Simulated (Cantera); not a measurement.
Input (Python, Cantera) and output of one run.

```python
import numpy as np
import cantera as ct

gas_names = """
    AL ALCL ALCL2 ALCL3 ALO ALOCL ALO2 AL2 AL2CL6 AL2O AL2O2 CL CLO CL2 O O2 O3
""".split()
cond_names = """
    AL(cr) AL(L) ALCL3(s) ALCL3(L) AL2O3(a) AL2O3(L)
""".split()


# ... load() reads the species with a 1 bar reference pressure and builds the phases ...
atoms = {
    'Al2O3': {'AL': 2, 'O': 3},
    'Cl2': {'CL': 2},
}
top_T = {}  # K; cautious upper limits of use, not melting points


# ... equilibrate(T, P, feed) seeds the gas with the atoms and calls Mixture.equilibrate('TP', solver="vcs", rtol=1e-11, max_steps=5000) ...
results = []
feed = {'Al2O3': 1, 'Cl2': 15}  # mol
T = 1700  # K
P = 2.8  # Pa
mix = equilibrate(T, P, feed)
results.append((T, P, feed, dict(zip(mix.species_names, mix.species_moles))))
x = sorted(zip(gas.X, gas.species_names), reverse=True)
print(f"T = {T:g} K  P = {P:g} Pa  gas = {mix.phase_moles(0):.4g} mol")
print("   x: " + "  ".join(f"{s} {v:.3e}" for v, s in x if v > 1e-05))
print("   condensed (mol): " + ("  ".join(f"{mix.phase(i).name} {mix.phase_moles(i):.4g}"
      for i in range(1, mix.n_phases) if mix.phase_moles(i) > 1e-12) or "none"))
```

Result:

```
T = 1700 K  P = 2.8 Pa  gas = 29.96 mol
   x: CL 9.982e-01  CL2 7.560e-04  ALCL3 4.737e-04  O2 3.228e-04  O 1.518e-04  ALOCL 7.275e-05  ALCL2 2.814e-05
   condensed (mol): AL2O3(a) 0.9913
```

These are equilibrium values from Cantera (NASA tables, ideal gas, pure condensed phases), not measurements of a reactor. The tables' values for AlCl2 are old estimates; treat these amounts as uncertain.
